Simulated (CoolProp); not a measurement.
Aqueous potassium carbonate as a coolant, 26 % by mass, freezing at -13.8 °C, 1 atm.

The numbers come from the Melinder's fits for secondary coolants in CoolProp.

```json
[
 {"T (°C)": "-10.8", "conductivity (W/(m K))": "…", "Prandtl number": "28.9", "cp (kJ/(kg K))": "3.043", "density (kg/m³)": "1266"},
 {"T (°C)": "-4.9", "conductivity (W/(m K))": "…", "Prandtl number": "23.3", "cp (kJ/(kg K))": "3.051", "density (kg/m³)": "1264"},
 {"T (°C)": "1.1", "conductivity (W/(m K))": "0.542", "Prandtl number": "19.2", "cp (kJ/(kg K))": "…", "density (kg/m³)": "1262"},
 {"T (°C)": "7", "conductivity (W/(m K))": "0.552", "Prandtl number": "16.1", "cp (kJ/(kg K))": "…", "density (kg/m³)": "1260"},
 {"T (°C)": "12.9", "conductivity (W/(m K))": "…", "Prandtl number": "13.8", "cp (kJ/(kg K))": "3.078", "density (kg/m³)": "1258"},
 {"T (°C)": "18.8", "conductivity (W/(m K))": "0.571", "Prandtl number": "11.9", "cp (kJ/(kg K))": "3.086", "density (kg/m³)": "1255"},
 {"T (°C)": "24.7", "conductivity (W/(m K))": "0.581", "Prandtl number": "10.4", "cp (kJ/(kg K))": "3.095", "density (kg/m³)": "1252"},
 {"T (°C)": "30.6", "conductivity (W/(m K))": "0.591", "Prandtl number": "9.09", "cp (kJ/(kg K))": "…", "density (kg/m³)": "…"},
 {"T (°C)": "36.5", "conductivity (W/(m K))": "…", "Prandtl number": "8.01", "cp (kJ/(kg K))": "3.113", "density (kg/m³)": "1246"}
]
```

Q: Some entries are withheld; supply them.

A: 
- -10.8, conductivity (W/(m K)): 0.523
- -4.9, conductivity (W/(m K)): 0.532
- 1.1, cp (kJ/(kg K)): 3.060
- 7, cp (kJ/(kg K)): 3.069
- 12.9, conductivity (W/(m K)): 0.561
- 30.6, cp (kJ/(kg K)): 3.104
- 30.6, density (kg/m³): 1249
- 36.5, conductivity (W/(m K)): 0.601
